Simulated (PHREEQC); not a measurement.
Consider water at 25 °C with 0.0012 mol LiBr, 3.1e-05 mol CaCl2 and 4.1e-05 mol H4SiO4 per kg of water. Closed to the air; pH follows from the charge balance.

Computed with PHREEQC (Pitzer model, pitzer.dat).

Each row changes one thing in this solution. This is a speciation only: nothing precipitates in the calculation.

```tsv
case	pH	H3SiO4- (mol/kgw)	SI of SiO2(a) (SiO2)	SI of Portlandite (Ca(OH)2)
as made	6.89	4.95e-8	-1.73	-13.59
diluted 100-fold with water	7.00	6.01e-10	-3.73	-15.32
H4SiO4 from 4.1e-05 to 2.05e-05 mol/kgw	___	2.74e-8	___	-13.50
H4SiO4 from 4.1e-05 to 4.51e-05 mol/kgw	6.89	5.34e-8	-1.68	___
H4SiO4 from 4.1e-05 to 3.69e-05 mol/kgw	6.90	4.54e-8	-1.77	___
temperature from 25 to 30 °C	___	5.04e-8	-1.77	-13.40
```

Problem. What belongs in the gaps?

Solution. 
- H4SiO4 from 4.1e-05 to 2.05e-05 mol/kgw, pH: 6.94
- H4SiO4 from 4.1e-05 to 2.05e-05 mol/kgw, SI of SiO2(a) (SiO2): -2.03
- H4SiO4 from 4.1e-05 to 4.51e-05 mol/kgw, SI of Portlandite (Ca(OH)2): -13.60
- H4SiO4 from 4.1e-05 to 3.69e-05 mol/kgw, SI of Portlandite (Ca(OH)2): -13.57
- temperature from 25 to 30 °C, pH: 6.83

Species that the database lacks are ignored.
